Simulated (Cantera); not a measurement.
What does this Cantera script print?

```python
import numpy as np
import cantera as ct

gas = ct.Solution("gri30.yaml")


def delay(T, t_max=10):
    gas.TPX = T, 53000, {'H2': 1, 'O2': 0.417, 'N2': 2.25}
    reactor = ct.IdealGasConstPressureReactor(gas, clone=False)
    net = ct.ReactorNet([reactor])
    net.rtol, net.atol = 1e-8, 1e-16
    while net.time < t_max:
        t_old, T_old = net.time, reactor.T
        net.step()
        if reactor.T > T + 400:  # ignition: a rise of 400 K
            return t_old + (T + 400 - T_old) / (reactor.T - T_old) * (net.time - t_old)
    return np.nan


taus = []
for T in [1448, 1523, 1598, 1673, 1748]:
    taus.append(delay(T))
    print(f"T0 = {T:6g} K   tau = {taus[-1]:.4e} s")

# d ln(tau) / d ln(k), from doubling and halving each rate constant
T, sens = 1748, []
for i in range(gas.n_reactions):
    gas.set_multiplier(2.0, i)
    up = delay(T)
    gas.set_multiplier(0.5, i)
    down = delay(T)
    gas.set_multiplier(1.0, i)
    sens.append((np.log(up / down) / np.log(4.0), gas.reaction(i).equation))
sens.sort(key=lambda x: -abs(x[0]))
print(f"sensitivities at {T} K")
for s, eq in sens[:10]:
    print(f"{s:8.3f}  {eq}")
```

It prints:

```
T0 =   1448 K   tau = 6.6825e-05 s
T0 =   1523 K   tau = 6.4819e-05 s
T0 =   1598 K   tau = 6.5681e-05 s
T0 =   1673 K   tau = 6.8713e-05 s
T0 =   1748 K   tau = 7.3503e-05 s
sensitivities at 1748 K
  -0.280  H + OH + M <=> H2O + M
  -0.194  H + O2 + H2O <=> HO2 + H2O
  -0.129  H + O2 <=> O + OH
  -0.118  2 H + H2O <=> H2 + H2O
  -0.071  2 H + M <=> H2 + M
  -0.055  H + O2 + N2 <=> HO2 + N2
  -0.036  H + O2 + M <=> HO2 + M
  -0.035  2 OH (+M) <=> H2O2 (+M)
  -0.031  H2 + O <=> H + OH
  -0.020  H2 + OH <=> H + H2O
```

Computed with Cantera and GRI-Mech 3.0 (53 species, 325 reactions). Where the delays flatten at high temperature, the 400 K rule measures the pace of heat release, not the induction time.
